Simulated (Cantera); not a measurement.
Charge: 1 mol HI, 0.2 mol H2, at 160 bar.

Method: chemical equilibrium by Gibbs-energy minimisation in Cantera with the NASA 1993 tables (ideal gas, pure condensed phases). Candidate condensed phases: I2; 10 gas species. Ions and electrons are included (thermal ionisation). The ideal-gas law is rough above about 30 bar. Rates play no part.

x: gas mole fraction; nothing condenses.

```json
[
 {"T (°C)": "1727", "x HI": "0.512", "x I": "0.125", "x H2": "0.291", "x H": "6.93e-5", "x I2": "0.0722"},
 {"T (°C)": "2227", "x HI": "0.385", "x I": "0.253", "x H2": "0.316", "x H": "0.00112", "x I2": "0.0449"},
 {"T (°C)": "2727", "x HI": "0.277", "x I": "0.356", "x H2": "0.336", "x H": "0.00723", "x I2": "0.0249"},
 {"T (°C)": "3227", "x HI": "0.198", "x I": "0.420", "x H2": "0.340", "x H": "0.0272", "x I2": "0.0140"},
 {"T (°C)": "3727", "x HI": "___", "x I": "0.455", "x H2": "0.323", "x H": "___", "x I2": "___"},
 {"T (°C)": "4227", "x HI": "___", "x I": "0.468", "x H2": "___", "x H": "___", "x I2": "___"},
 {"T (°C)": "4727", "x HI": "0.0690", "x I": "0.464", "x H2": "0.223", "x H": "0.240", "x I2": "0.00312"}
]
```

Task: Complete the blanks.

Result: 
- 4227, x HI: 0.100
- 4227, x H2: 0.282
- 4227, x H: 0.145
- 4227, x I2: 0.00497
- 3727, x HI: 0.142
- 3727, x H: 0.0716
- 3727, x I2: 0.00816
